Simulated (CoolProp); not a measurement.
The fluid at 432.83 K and 0.341 MPa (stagnation) flows isentropically through a choked orifice. The same conditions are run with several fluids, on thermodynamics alone (safety and materials aside).

Computed with CoolProp (reference Helmholtz-energy equation of state of each fluid (n-perfluorohexane: Gao 2022; ethane: Bücker 2006; isobutene: Lemmon 2005; R227EA: Lemmon 2016; oxygen: Schmidt 1985)).

Question: Rank n-perfluorohexane, ethane, isobutene, R227EA, oxygen by throat to inlet pressure ratio, highest first.

Answer: n-perfluorohexane (0.611), R227EA (0.597), isobutene (0.592), ethane (0.576), oxygen (0.530)

```tsv
fluid	mass flux (kg/(m² s))	throat temperature (K)
n-perfluorohexane	2070	426.7
ethane	629	404.2
isobutene	846	416.3
R227EA	1460	421.4
oxygen	694	363.1
```

Above 300 K oxygen's equation is extrapolated.
